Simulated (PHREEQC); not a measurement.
# Polishing slurry liquid (model solution)

Consider water at 25 °C with 0.23 mol K2CO3, 8.4e-06 mol H4SiO4, 8.4e-05 mol CuSO4 and 0.14 mol NaHCO3 per kg of water. Closed to the air; pH follows from the charge balance.

All values are PHREEQC results (ion-association model, wateq4f.dat), not measurements.

Precipitation was switched off in this run.

Question: What pH, ionic strength, activity of water does the model give?

Answer: pH 9.91; ionic strength 0.715 mol/kgw; activity of water 0.985.

Question: In which forms is C present?

Answer: CO3-2 47 %, HCO3- 37 %, NaCO3- 15 %, NaHCO3 0.7 % of the C.

The solution is supersaturated, for example in Malachite, Tenorite (slow to form), so a real one may precipitate; this is no full list. Caution: at this ionic strength the ion-association model is outside its range; a Pitzer model would be the better tool where its parameters exist. Species that the database lacks are ignored.
